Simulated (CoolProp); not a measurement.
c-C4F8 (RC318) along the isobar 40.7 bar: density (kg/m³) from the reference equation and from simpler models built on Tc = 388.4 K, pc = 27.78 bar, ω = 0.355; each cubic takes its own stable root.

The numbers come from the reference Helmholtz-energy equation of state, Platzer 1990 in CoolProp. This equation is an older, rougher fit; its heat capacities, sound speeds and derivatives of the liquid may be far off and weren't checked against measurements.

| T (K) | phase | reference | van der Waals | Redlich-Kwong | Soave-Redlich-Kwong | Peng-Robinson |
|---|---|---|---|---|---|---|
| 360.5 | liquid | ? | 830.4 | ? | 1126 | 1267 |
| 371.3 | liquid | 1175 | ? | 1015 | 1047 | 1174 |
| 382 | liquid | 1093 | 759.4 | 938.8 | 953.3 | 1063 |
| 392.7 | supercritical | 982.3 | 716.3 | 849.3 | ? | 923.6 |
| 403.4 | supercritical | ? | 665.1 | 738.6 | 682.7 | 739.6 |
| 414.2 | supercritical | 564.7 | 601.1 | 601.4 | 513.2 | 546.7 |
| 424.9 | supercritical | 437.0 | 522.9 | 481.3 | 414.2 | 438.8 |
| 435.6 | supercritical | 373.5 | 445.4 | 408.4 | ? | 379.1 |
| 446.4 | supercritical | 333.7 | 388.7 | 362.3 | 323.4 | 339.9 |
| 457.1 | supercritical | 305.9 | 350.2 | 330.4 | 297.4 | 311.6 |
| 467.8 | supercritical | 284.7 | 322.1 | 306.1 | 277.2 | 289.8 |
| 478.5 | supercritical | 267.6 | 300.3 | 286.8 | 260.9 | 272.1 |
| 489.3 | supercritical | 253.3 | 282.5 | 270.7 | 247.1 | 257.2 |
| 500 | supercritical | 241.2 | 267.7 | 257.2 | 235.4 | 244.6 |

Problem. Complete the blanks.

Solution. 
- 360.5, reference: 1243
- 360.5, Redlich-Kwong: 1082
- 371.3, van der Waals: 796.8
- 392.7, Soave-Redlich-Kwong: 836.8
- 403.4, reference: 804.4
- 435.6, Soave-Redlich-Kwong: 359.4
